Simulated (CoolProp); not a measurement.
The fluid at 298.15 K and 0.895 MPa (gas) is heated at constant pressure to 415 K. The same conditions are run with several fluids, on thermodynamics alone (safety and materials aside).

Model: reference Helmholtz-energy equation of state of each fluid (hydrogen sulfide: Lemmon 2006; ethane: Bücker 2006; R410A: Lemmon 2003; oxygen: Schmidt 1985), in CoolProp. Blends and air are pseudo-pure fits.

| fluid | heat (kJ/kg) | final density (kg/m³) |
|---|---|---|
| hydrogen sulfide | (withheld) | (withheld) |
| ethane | (withheld) | (withheld) |
| R410A | (withheld) | (withheld) |
| oxygen | (withheld) | (withheld) |

Task: Fill in the missing entries.

Result: 
- hydrogen sulfide, heat (kJ/kg): 128
- hydrogen sulfide, final density (kg/m³): 9.06
- ethane, heat (kJ/kg): 241
- ethane, final density (kg/m³): 7.98
- R410A, heat (kJ/kg): 115
- R410A, final density (kg/m³): 19.5
- oxygen, heat (kJ/kg): 110
- oxygen, final density (kg/m³): 8.30

Above 300 K oxygen's equation is extrapolated.
